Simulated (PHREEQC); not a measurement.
A PHREEQC speciation (ion-association model, phreeqc.dat) at 25 °C gives pH 6.34 and these molalities:

| species | mol/kgw |
|---|---|
| SO4-2 | 0.000869 |
| Fe+2 | 0.000868 |
| FeSO4 | 8.12e-5 |
| FeOH+ | 4.97e-7 |
| H+ | 4.88e-7 |

**Question.** What are the element totals, and what could have been dissolved in 1 kg of water to give them?

**Answer.** This is not unique; one that fits is totals Fe(2) 0.000950, S(6) 0.000950 mol/kgw, from 0.95 mmol/kgw FeSO4.

No solid was allowed to form.
